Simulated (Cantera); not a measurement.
**Moist CO burnout**

An isothermal, constant-pressure homogeneous reactor starts with 0.273 % CO, 0.253 % O₂, 2.14 % H₂O, 97.3 % N₂, equivalence ratio 0.54, at 1375 K and 100.0 Torr.

Model: GRI-Mech 3.0 (53 species, 325 reactions), integrated in Cantera.

| t (s) | x CO | x O₂ | x H₂O | x NO | x HO₂ | x CO₂ |
|---|---|---|---|---|---|---|
| 3.00e-6 | 0.00273 | 0.00253 | 0.0214 | <1e-12 | <1e-12 | 1.52e-12 |
| 1.55e-5 | 0.00273 | 0.00253 | 0.0214 | <1e-12 | 2.14e-12 | 7.88e-12 |
| 7.98e-5 | 0.00273 | 0.00253 | 0.0214 | <1e-12 | 1.10e-11 | 4.12e-11 |
| 0.000412 | 0.00273 | 0.00253 | 0.0214 | <1e-12 | 5.47e-11 | 2.35e-10 |
| 0.00212 | 0.00273 | 0.00253 | 0.0214 | <1e-12 | 2.42e-10 | 2.54e-9 |
| 0.0110 | 0.00272 | 0.00253 | 0.0214 | <1e-12 | 1.67e-9 | 3.47e-7 |
| 0.0565 | 0.000382 | 0.00178 | 0.0202 | 4.99e-8 | 7.86e-8 | 0.00234 |
| 0.291 | 9.00e-5 | 0.00135 | 0.0210 | 2.52e-7 | 5.16e-8 | 0.00264 |
| 1.50 | 1.22e-5 | 0.00118 | 0.0214 | 3.05e-7 | 1.75e-8 | 0.00272 |
| 7.75 | 1.05e-6 | 0.00117 | 0.0214 | 3.15e-7 | 1.93e-9 | 0.00273 |
| 40.0 | 1.77e-7 | 0.00117 | 0.0214 | 3.17e-7 | 4.65e-10 | 0.00273 |
x: mole fraction; the columns are a selection and need not sum to one.

Equilibrium at this temperature and pressure: CO 1.41e-7, O₂ 0.00114, H₂O 0.0214, NO 5.18e-5, HO₂ 4.11e-10, CO₂ 0.00273 (gas phase only).
